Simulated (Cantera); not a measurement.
# Ammonia decomposition in nitride growth gas

An isothermal, constant-pressure homogeneous reactor starts with NH₃ : H₂ = 1 : 5.9 (molar parts), at 2075 K and 1.01 bar.

Computed with Cantera and the gas-phase N/H chemistry of the illustrative SiF4/NH3 mechanism in the Surface Chemkin manual (1991). Walls and surfaces, which speed up NH3 decomposition in real reactors, are not modelled.

```json
[
 {"t (s)": "0.000200", "x NH₃": "0.144", "x H₂": "0.855", "x NH": "9.75e-6", "x NH₂": "0.000380", "x N₂H₂": "4.84e-7", "x N": "7.00e-7", "x H": "0.000755"},
 {"t (s)": "0.000986", "x NH₃": "0.139", "x H₂": "0.857", "x NH": "1.45e-5", "x NH₂": "0.000456", "x N₂H₂": "8.01e-7", "x N": "1.29e-6", "x H": "0.000942"},
 {"t (s)": "0.00486", "x NH₃": "0.117", "x H₂": "0.870", "x NH": "1.36e-5", "x NH₂": "0.000404", "x N₂H₂": "6.46e-7", "x N": "1.28e-6", "x H": "0.00101"},
 {"t (s)": "0.0240", "x NH₃": "0.0526", "x H₂": "0.906", "x NH": "1.00e-5", "x NH₂": "0.000232", "x N₂H₂": "2.45e-7", "x N": "1.22e-6", "x H": "0.00134"},
 {"t (s)": "0.118", "x NH₃": "0.00409", "x H₂": "0.932", "x NH": "2.42e-6", "x NH₂": "3.15e-5", "x N₂H₂": "6.67e-9", "x N": "5.21e-7", "x H": "0.00240"},
 {"t (s)": "0.584", "x NH₃": "0.000413", "x H₂": "0.934", "x NH": "2.79e-7", "x NH₂": "3.40e-6", "x N₂H₂": "8.14e-11", "x N": "6.42e-8", "x H": "0.00257"},
 {"t (s)": "2.88", "x NH₃": "7.45e-5", "x H₂": "0.934", "x NH": "5.04e-8", "x NH₂": "6.13e-7", "x N₂H₂": "2.92e-12", "x N": "1.16e-8", "x H": "0.00257"},
 {"t (s)": "14.2", "x NH₃": "1.51e-5", "x H₂": "0.934", "x NH": "1.02e-8", "x NH₂": "1.24e-7", "x N₂H₂": "<1e-12", "x N": "2.36e-9", "x H": "0.00257"},
 {"t (s)": "70.0", "x NH₃": "4.65e-6", "x H₂": "0.934", "x NH": "3.14e-9", "x NH₂": "3.82e-8", "x N₂H₂": "<1e-12", "x N": "7.24e-10", "x H": "0.00257"}
]
```
x: mole fraction; the columns are a selection and need not sum to one.

Equilibrium at this temperature and pressure: NH₃ 4.09e-6, H₂ 0.934, NH 2.77e-9, NH₂ 3.36e-8, N₂H₂ <1e-12, N 6.37e-10, H 0.00257 (gas phase only).
